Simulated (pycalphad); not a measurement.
An equivalent pycalphad script:

```python
from pycalphad import Database, equilibrium, calculate, variables as v
import numpy as np
db = Database('COST507.tdb')
comps = ['MG', 'Y', 'SI', 'VA']
phases = ['BCC_A2', 'DIAMOND_A4', 'HCP_A3', 'LIQUID', 'MG24Y5', 'MG2SI', 'MG2Y', 'MGY_GAMMA', 'SI2Y_H', 'SI2Y_R', 'SI3Y5', 'SI4Y5', 'SI5Y3_H', 'SI5Y3_R', 'SIY']
eq = equilibrium(db, comps, phases, {v.X('Y'): 0.0217, v.X('SI'): 0.0116, v.T: np.arange(1650, 349, -40), v.P: 101325, v.N: 1}, output=['HM', 'SM'])
```

Computed with pycalphad from the COST 507 light-alloy database (1999), at 1 atm. No gas phase is included, though pure Mg would boil below 1650 K. The data set is of 1999 and partly superseded. Not assessed as a whole: an extrapolation from subsystems, which can miss ternary compounds. Amounts are mole fractions of atoms. Diffusion is slow at the low end, where real alloys seldom reach equilibrium.

Results at three of the temperatures:

```
T = 1210.00 K, P = 101325 Pa, N = 1 mol of atoms
G = -66459 J/mol, H = 34945 J/mol, S = 83.80 J/(mol K)  (SER reference)
chemical potentials (J/mol): Mg -64130, Y -143968, Si -115593
phase             fraction      x(Mg)       x(Y)      x(Si)
LIQUID              1.0000     0.9667     0.0217     0.0116
```

```
T = 1050.00 K, P = 101325 Pa, N = 1 mol of atoms
G = -53471 J/mol, H = 28643 J/mol, S = 78.20 J/(mol K)  (SER reference)
chemical potentials (J/mol): Mg -51140, Y -129179, Si -106036
phase             fraction      x(Mg)       x(Y)      x(Si)
LIQUID              0.9865     0.9799     0.0152     0.0049
SIY                 0.0135       none     0.5000     0.5000
```

```
T = 890.00 K, P = 101325 Pa, N = 1 mol of atoms
G = -41613 J/mol, H = 14570 J/mol, S = 63.13 J/(mol K)  (SER reference)
chemical potentials (J/mol): Mg -39352, Y -102621, Si -115863
phase             fraction      x(Mg)       x(Y)      x(Si)
HCP_A3              0.9768     0.9897     0.0103   1.57e-07
SIY                 0.0232       none     0.5000     0.5000
```

Changes of the phase set, refined by bisection:

| T (K) | phases above | phases below |
|---|---|---|
| 1151.1 | liquid | liquid + SIY |
| 914.2 | liquid + SIY | hcp + liquid + SIY |
| 895.4 | hcp + liquid + SIY | hcp + SIY |
| 789.6 | hcp + SIY | hcp + SI4Y5 + SIY |
| 734.6 | hcp + SI4Y5 + SIY | hcp + SI4Y5 |
| 635.8 | hcp + SI4Y5 | hcp + SI3Y5 + SI4Y5 |
| 521.1 | hcp + SI3Y5 + SI4Y5 | hcp + SI3Y5 |
| 422.8 | hcp + SI3Y5 | hcp + MG24Y5 + SI3Y5 |

Database names, with the compositions (at.%) that they take in these runs: SIY: Y 50 Si 50; SI4Y5: Y 56 Si 44; SI3Y5: Y 62 Si 38; MG24Y5: Mg 84 Y 16. HCP_A3 is hcp. An entry "none" or "no" means that the model of the phase leaves that element out.
